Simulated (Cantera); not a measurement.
## Pb + CO + H2 (iron carbonyl, mercury and lead vapours)

A closed system holds: 1 mol Pb, 3.5 mol CO, a varied amount of H2, equilibrated at 975 K and 10.0 mbar.

These are equilibrium values from Cantera (NASA tables, ideal gas, pure condensed phases), not measurements of a reactor. Candidate condensed phases: C, C6H6, C7H8, C8H18, H2O, Pb, PbO, PbO2, Pb3O4; 113 gas species. Kinetics and transport are ignored.

```json
[
 {"n(H2) (mol)": "0.25", "x CO": "0.924", "x H2": "0.0668", "x CO2": "0.00820", "x H2O": "0.000371", "n C(graphite)": "0.0319", "n Pb(l)": "0.997"},
 {"n(H2) (mol)": "0.34", "x CO": "0.902", "x H2": "0.0887", "x CO2": "0.00782", "x H2O": "0.000481", "n C(graphite)": "0.0316", "n Pb(l)": "0.997"},
 {"n(H2) (mol)": "0.47", "x CO": "0.873", "x H2": "0.119", "x CO2": "0.00731", "x H2O": "0.000622", "n C(graphite)": "0.0312", "n Pb(l)": "0.996"},
 {"n(H2) (mol)": "0.66", "x CO": "0.833", "x H2": "0.159", "x CO2": "0.00666", "x H2O": "0.000795", "n C(graphite)": "0.0307", "n Pb(l)": "0.996"},
 {"n(H2) (mol)": "0.91", "x CO": "0.786", "x H2": "0.207", "x CO2": "0.00593", "x H2O": "0.000975", "n C(graphite)": "0.0300", "n Pb(l)": "0.996"},
 {"n(H2) (mol)": "1.3", "x CO": "0.722", "x H2": "0.271", "x CO2": "0.00501", "x H2O": "0.00118", "n C(graphite)": "0.0291", "n Pb(l)": "0.996"},
 {"n(H2) (mol)": "1.7", "x CO": "0.666", "x H2": "0.327", "x CO2": "0.00427", "x H2O": "0.00131", "n C(graphite)": "0.0282", "n Pb(l)": "0.995"},
 {"n(H2) (mol)": "2.4", "x CO": "0.588", "x H2": "0.407", "x CO2": "0.00332", "x H2O": "0.00144", "n C(graphite)": "0.0267", "n Pb(l)": "0.995"},
 {"n(H2) (mol)": "3.3", "x CO": "0.510", "x H2": "0.485", "x CO2": "0.00250", "x H2O": "0.00149", "n C(graphite)": "0.0250", "n Pb(l)": "0.994"},
 {"n(H2) (mol)": "4.6", "x CO": "0.428", "x H2": "0.567", "x CO2": "0.00176", "x H2O": "0.00146", "n C(graphite)": "0.0228", "n Pb(l)": "0.993"},
 {"n(H2) (mol)": "6.4", "x CO": "0.351", "x H2": "0.645", "x CO2": "0.00118", "x H2O": "0.00136", "n C(graphite)": "0.0199", "n Pb(l)": "0.991"},
 {"n(H2) (mol)": "8.8", "x CO": "0.282", "x H2": "0.714", "x CO2": "0.000765", "x H2O": "0.00121", "n C(graphite)": "0.0164", "n Pb(l)": "0.989"},
 {"n(H2) (mol)": "12", "x CO": "0.224", "x H2": "0.773", "x CO2": "0.000482", "x H2O": "0.00104", "n C(graphite)": "0.0120", "n Pb(l)": "0.986"}
]
```
x: gas mole fraction; n: condensed amount in mol.

From 0.25 mol H2 to 12 mol H2 the condensed part is C(graphite) + Pb(l). The main Pb-bearing gas is Pb throughout.
